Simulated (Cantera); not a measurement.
Feed: 1 mol Si2Cl6, 610 mol H2, held at 1473 K and 100000 Pa.

Method: chemical equilibrium by Gibbs-energy minimisation in Cantera with the NASA 1993 tables (ideal gas, pure condensed phases). The feed counts by its element totals alone. Rates play no part.

| species | before | after |
|---|---|---|
| H2 | 0.991 | 0.963 |
| HCl | 0.00918 | 0.0324 |
| SiCl2 | 0.000267 | 0.00343 |
| SiCl4 | 6.88e-7 | 0.000113 |
| SiCl3 | 7.34e-6 | 0.000337 |
| SiHCl3 | 6.98e-6 | 0.000316 |
| SiH2Cl2 | 1.11e-5 | 0.000138 |
| SiH3Cl | 5.14e-6 | 1.77e-5 |
| H | 1.26e-5 | 1.24e-5 |
| Si(s), mol | 1.82 | 1.38 |
Gas species are given as mole fractions.

### Question
Which change was made?
A) temperature from 1473 K to 998.15 K
B) Si2Cl6 replaced by SiH2Cl2
C) H2 from 610 to 140 mol
D) temperature from 1473 K to 925 K

### Answer
C, H2 from 610 to 140 mol. The tables' values for SiCl3 are old estimates; treat these amounts as uncertain
